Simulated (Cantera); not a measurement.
A closed system holds: 1 mol Al2O3, 0.22 mol I2, 4.1 mol N2, equilibrated at 1523.15 K and 0.0570 bar.

These are equilibrium values from Cantera (NASA tables, ideal gas, pure condensed phases), not measurements of a reactor. Candidate condensed phases: Al, AlI3, AlN, Al2O3, I2; 21 gas species. Rates play no part.

Base state: N2 0.903, I 0.0964, I2 0.000289 (mole fractions); condensed: Al2O3(s).

**Question.** What changes in the equilibrium state with this change: Al2O3 replaced by Al?

**Answer.** 
```tsv
species	before	after
N2	0.903	0.892
I	0.0964	0.105
AlI	1.54e-9	0.00138
AlI3	<1e-9	0.000551
I2	0.000289	0.000345
Al2O3(s), mol	1.00	0
AlN(s), mol	0	0.992
```
